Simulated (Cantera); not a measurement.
A closed system holds: 1 mol Ta2O5, 0.82 mol CH4, 0.12 mol H2, at 1098.15 K and 1 atm.

Cantera equilibrium calculation (NASA polynomials, part measured and part estimated; ideal gas, pure solids and liquids). Candidate condensed phases: C, C6H6, C7H8, C8H18, H2O, Ta, TaC, Ta2O5; 113 gas species. Mutual solubility and eutectic melting of coexisting phases are not modelled. TaC: taken at fixed stoichiometry. Condensed phases not in the tables: Ta2C. Rates play no part.

Base state: H2 0.960, CH4 0.0341, CO 0.00535, H2O 0.000478 (mole fractions); condensed: C(graphite) + TaC(s) + Ta2O5(s).

Question: What changes in the equilibrium state with this change: Ta2O5 replaced by MgO?

Answer: 
```json
[
 {"species": "H2", "before": "0.960", "after": "0.966"},
 {"species": "CH4", "before": "0.0341", "after": "0.0345"},
 {"species": "CO", "before": "0.00535", "after": "7.69e-8"},
 {"species": "H2O", "before": "0.000478", "after": "6.90e-9"},
 {"species": "C(graphite), mol", "before": "0.749", "after": "0.761"},
 {"species": "TaC(s), mol", "before": "0.00399", "after": "0"},
 {"species": "Ta2O5(s), mol", "before": "0.998", "after": "0"},
 {"species": "MgO(s), mol", "before": "0", "after": "1.00"}
]
```
Further candidate phases: Mg, MgCO3, MgO, Mg(OH)2.
